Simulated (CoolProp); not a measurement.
Values from CoolProp's reference Helmholtz-energy equation of state, Lemmon 2005.

Task: For R125, give the phase and the speed of sound (m/s), Joule-Thomson coefficient (K/MPa), isothermal compressibility (1/MPa), conductivity (mW/(m K)) at 389.2 K and 1.66 MPa.

Result: 
- 389.2 K and 1.66 MPa: gas; speed of sound 157, Joule-Thomson coefficient 6.71, isothermal compressibility 0.674, conductivity 22.0

Thermal conductivity comes from a separate model (Perkins 2006).
